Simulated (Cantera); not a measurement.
# Transport properties of process gases

Gas mixture: 5.57 % CH₃OH, 40.2 % NH₃, 12.4 % N₂, 41.8 % H₂O, at 1.28 Torr, frozen composition.

Cantera's kinetic-theory transport with the Lennard-Jones parameters of GRI-Mech 3.0, ideal gas; thermal conductivity in the mixture-averaged form. Polar gases are described roughly by these parameters. The composition is frozen, though it would react at the higher temperatures.

```csv
T (K),ρ (kg/m³),cp (J/kg/K),μ (µPa s),λ (mW/m/K),Pr,D (cm²/s) OH,D (cm²/s) CH₃,D (cm²/s) O
400,0.00100,1852,14.9,38.6,0.717,349,231,355
600,0.000669,2083,22.3,64.0,0.724,723,490,735
800,0.000502,2299,29.2,92.3,0.728,1190,818,1210
1000,0.000402,2498,35.7,122,0.732,1750,1210,1780
1200,0.000335,2671,41.9,152,0.736,2380,1650,2420
1400,0.000287,2820,47.6,182,0.739,3080,2150,3140
1600,0.000251,2947,53.1,211,0.742,3860,2700,3920
```
D: mixture-averaged diffusion coefficient of that species in the mixture.
